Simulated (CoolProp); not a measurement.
Vapour-liquid equilibrium of n-butane (1) + n-decane (2) at 103 kPa; x and y are mole fractions of (1).

Computed with CoolProp (multi-fluid Helmholtz-energy mixture model, Bücker 2006 and Lemmon 2006; pair parameters Kunz 2012).

| x | bubble temperature (°C) | y at the bubble point | dew temperature at overall composition x (°C) | liquid density (mol/L) |
|---|---|---|---|---|
| 0.05 | 115.4 | 0.834 | 172.7 | 4.720 |
| 0.2 | 48.5 | 0.993 | 165.9 | 5.543 |
| 0.35 | 28.5 | 0.998 | 158.2 | 6.176 |
| 0.5 | 18.0 | 0.999 | 149.0 | 6.847 |
| 0.65 | 11.1 | 1.000 | 137.3 | 7.624 |
| 0.8 | 5.8 | 1.000 | 120.5 | 8.579 |
| 0.95 | 1.3 | 1.000 | 85.7 | 9.825 |

No azeotrope shows between x = 0.05 and 0.95.

Pair parameters are fitted to limited data, so mixtures are less certain than the pure fluids. The gap from Raoult's law changes sign with composition, which may be real or a fault of the pair parameters; it wasn't checked against measurements.
